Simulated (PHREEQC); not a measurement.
Consider water at 25 °C with 0.12 mol HF and 0.054 mol Na2HPO4 per kg of water. Closed to the air; pH follows from the charge balance.

All values are PHREEQC results (ion-association model, phreeqc.dat), not measurements.

```json
[
 {"quantity": "pH", "before": "3.03", "after": "2.96"},
 {"quantity": "H3PO4 (mol/kgw)", "before": "0.00511", "after": "0.00544"},
 {"quantity": "HPO4-2 (mol/kgw)", "before": "6.98e-6", "after": "5.03e-6"},
 {"quantity": "NaHPO4- (mol/kgw)", "before": "5.30e-7", "after": "3.55e-7"}
]
```

Q: Which change was made?
A. Na2HPO4 from 0.054 to 0.0486 mol/kgw
B. HF replaced by KF at the same molality
C. HF replaced by (CH3)4NF at the same molality
D. diluted 2-fold with water
E. HF left out

A: A, Na2HPO4 from 0.054 to 0.0486 mol/kgw

This is a speciation only: nothing precipitates in the calculation.
